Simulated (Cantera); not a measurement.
A closed system holds: 1 mol Si, 1.5 mol HCl, 1.5 mol H2, equilibrated at 0.100 bar.

These are equilibrium values from Cantera (NASA tables, ideal gas, pure condensed phases), not measurements of a reactor. Candidate condensed phases: Si; 19 gas species. The numbers say what is thermodynamically allowed, not how fast it happens.

Over these rows the condensed part is Si(s). Partial pressures as log10 of bar:

```json
[
 {"T (K)": "923", "1000/T (1/K)": "1.0834", "log p SiCl2": "-4.76", "log p H2": "-1.08", "log p SiCl4": "-1.94", "log p SiHCl3": "-2.47", "log p HCl": "-3.00"},
 {"T (K)": "973", "1000/T (1/K)": "1.0277", "log p SiCl2": "?", "log p H2": "-1.08", "log p SiCl4": "-1.95", "log p SiHCl3": "-2.48", "log p HCl": "-2.80"},
 {"T (K)": "1023", "1000/T (1/K)": "0.9775", "log p SiCl2": "-3.90", "log p H2": "-1.08", "log p SiCl4": "-1.96", "log p SiHCl3": "-2.50", "log p HCl": "-2.61"},
 {"T (K)": "1073", "1000/T (1/K)": "0.9320", "log p SiCl2": "-3.53", "log p H2": "-1.09", "log p SiCl4": "-1.98", "log p SiHCl3": "-2.52", "log p HCl": "-2.45"},
 {"T (K)": "1123", "1000/T (1/K)": "0.8905", "log p SiCl2": "-3.21", "log p H2": "-1.09", "log p SiCl4": "-2.00", "log p SiHCl3": "-2.55", "log p HCl": "-2.31"},
 {"T (K)": "1173", "1000/T (1/K)": "0.8525", "log p SiCl2": "-2.92", "log p H2": "-1.10", "log p SiCl4": "-2.04", "log p SiHCl3": "-2.59", "log p HCl": "-2.19"}
]
```

**Question.** Fit log p(SiCl2) = a + b·(1000/T) to the five rows, give the apparent enthalpy, and predict the row at 973 K.

**Answer.** Means: 1000/T = 0.9472, log p = -3.664. Sxy = -0.254661, Sxx = 0.0318825, so b = -7.99 and a = -3.664 − (-7.99)×0.9472 = 3.90.
Apparent enthalpy: −19.145 × (-7.99) = 153 kJ/mol. With the condensed phases at unit activity, 1/2 Si(s) + 1/2 SiCl4(g) = SiCl2(g) links this pressure to the main gases: over the six rows their terms move log p by -0.05 in all, so the slope is close to that reaction's ΔH°. The five rows lie within 0.02 of the line.
Prediction at 973 K: 3.90 + (-7.99)×1.0277 = -4.31. The computed value is -4.31, 0.00 from the line.
